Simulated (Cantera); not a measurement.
Cantera run, input and output.

```python
import numpy as np
import cantera as ct

surf = ct.Interface("ptcombust.yaml", "Pt_surf")
gas = surf.adjacent["gas"]
gas.TPX = 300, 5500, {'H2': 0.01, 'O2': 0.17, 'N2': 0.79}
jet = ct.ImpingingJet(gas=gas, width=0.087, surface=surf)
jet.inlet.mdot, jet.inlet.T, jet.inlet.X = 0.039, 300, {'H2': 0.01, 'O2': 0.17, 'N2': 0.79}
jet.set_refine_criteria(ratio=10, slope=0.2, curve=0.3)
show, cover = ['H2', 'O2', 'H2O', 'OH'], ["PT(S)", "H(S)", "O(S)", "OH(S)", "CO(S)", "C(S)"]

rows = []
print(f"{'Ts/K':>7s}" + "".join(f"{s:>11s}" for s in show + cover) + "   (gas at the wall, coverages)")
for i, Ts in enumerate([700, 750, 800, 850, 900, 950]):
    jet.surface.T = Ts
    if i == 0:
        surf.TP = Ts, 5500
        surf.coverages = "PT(S):0.5, O(S):0.5"
        surf.advance_coverages(1.0)
        jet.set_initial_guess(products="inlet")
    jet.solve(loglevel=0, auto=(i == 0))
    rows.append([*(jet.X[gas.species_index(s), -1] for s in show), *surf[cover].coverages])
    print(f"{Ts:7g}" + "".join(f"{x:11.3e}" for x in rows[-1]))
```

Result:

```
   Ts/K         H2         O2        H2O         OH      PT(S)       H(S)       O(S)      OH(S)      CO(S)       C(S)   (gas at the wall, coverages)
    700  1.690e-03  1.661e-01  1.657e-02  1.463e-10  3.272e-02  7.201e-10  9.662e-01  1.070e-03 -3.116e-27 -7.421e-38
    750  1.114e-03  1.655e-01  1.756e-02  8.179e-10  5.496e-02  2.346e-09  9.440e-01  1.016e-03  2.179e-20  1.048e-29
    800  7.119e-04  1.651e-01  1.822e-02  3.467e-09  9.287e-02  7.821e-09  9.061e-01  9.888e-04  2.106e-21  1.056e-27
    850  4.865e-04  1.649e-01  1.854e-02  1.227e-08  1.435e-01  2.221e-08  8.555e-01  9.348e-04  2.274e-18  6.563e-29
    900  3.619e-04  1.649e-01  1.869e-02  3.722e-08  2.028e-01  5.338e-08  7.963e-01  8.583e-04  3.407e-19  1.376e-26
    950  2.850e-04  1.648e-01  1.875e-02  1.022e-07  2.670e-01  1.123e-07  7.322e-01  7.718e-04  2.010e-20  1.618e-29
```

Model: Deutschmann's 1995 Pt surface mechanism with GRI-Mech 3.0 gas chemistry, integrated in Cantera. Catalytic surfaces can have several steady states; this one follows from the mechanism file's or the stated starting coverage.
